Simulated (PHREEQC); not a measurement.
**Hard or scaling water: an equilibrium model**

Solution (20 °C): 0.00018 mol/kgw CaSO4, 0.0055 mol/kgw Na2SO4 and 0.02 mol/kgw KCl. Closed to the air; pH follows from the charge balance.

Equilibrium calculation in PHREEQC: ion-association model, wateq4f.dat.

Each row changes one thing in this solution. This is a speciation only: nothing precipitates in the calculation.

```csv
case,pH,ionic strength (mol/kgw),SO4-2 (mol/kgw),KSO4- (mol/kgw),Ca+2 (mol/kgw),CaSO4 (mol/kgw),SI of Gypsum (CaSO4:2H2O),SI of Portlandite (Ca(OH)2)
as made,7.12,0.0361,0.00518,0.000327,0.000143,3.67e-5,-2.13,-13.08
temperature from 20 to 55 °C,6.66,(withheld),0.00496,0.000524,0.000138,4.22e-5,-2.15,-11.58
diluted 5-fold with water,7.10,0.00737,0.00111,1.98e-5,(withheld),3.40e-6,-3.17,(withheld)
CaSO4 from 0.00018 to 9e-05 mol/kgw,7.12,0.0359,0.00511,0.000324,7.18e-5,1.82e-5,-2.44,-13.38
diluted 2-fold with water,7.11,0.0183,0.00268,0.000101,7.61e-5,1.39e-5,-2.55,-13.31
Na2SO4 replaced by CdSO4 at the same molality,6.14,0.0342,0.00447,0.000288,0.000147,3.33e-5,(withheld),-15.03
```

**Question.** What belongs in the gaps?

**Answer.** 
- temperature from 20 to 55 °C, ionic strength (mol/kgw): 0.0357
- diluted 5-fold with water, Ca+2 (mol/kgw): 3.26e-5
- diluted 5-fold with water, SI of Portlandite (Ca(OH)2): -13.63
- Na2SO4 replaced by CdSO4 at the same molality, SI of Gypsum (CaSO4:2H2O): -2.17

Complexes and solids missing from the database can't appear. Constants without temperature data keep their 25 °C values here.
